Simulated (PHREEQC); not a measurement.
Dissolve 1.7 mmol/kgw Na2SiO3 at 25 °C. Closed to the air; pH follows from the charge balance.

Computed with PHREEQC (ion-association model, wateq4f.dat).

Task: The ionic strength comes out as 0.00342 mol/kgw. What activity coefficients do OH-, Na+, H3SiO4-, H2SiO4-2 get?

Result: OH- 0.94, Na+ 0.94, H3SiO4- 0.94, H2SiO4-2 0.78.

This is a speciation only: nothing precipitates in the calculation.
